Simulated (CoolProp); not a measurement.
R245ca at several states: Z from the reference equation and from simpler models built on Tc = 447.6 K, pc = 39.41 bar, ω = 0.355; each cubic takes its own stable root.

Model: reference Helmholtz-energy equation of state, Zhou 2016, in CoolProp.

| T (K) | p (bar) | phase | reference |
|---|---|---|---|
| 386.3 | 3.11 | gas | 0.9517 |
| 371.2 | 38.8 | liquid | 0.1407 |
| 273.5 | 49.8 | liquid | 0.2015 |
| 209.2 | 4.4 | liquid | 0.02124 |

**Question.** How far does each simpler model (van der Waals, Redlich-Kwong, Soave-Redlich-Kwong, Peng-Robinson) lie from the reference over these 4 states: mean and median of the absolute difference, and the worst?

**Answer.** 
- van der Waals: mean 48.6 %, median 62.3 %, worst +68.3 % at 209.2 K and 4.4 bar
- Redlich-Kwong: mean 10.7 %, median 12.8 %, worst +16.6 % at 371.2 K and 38.8 bar
- Soave-Redlich-Kwong: mean 7.1 %, median 9.0 %, worst +10.1 % at 209.2 K and 4.4 bar
- Peng-Robinson: mean 2.2 %, median 2.4 %, worst -4.1 % at 273.5 K and 49.8 bar
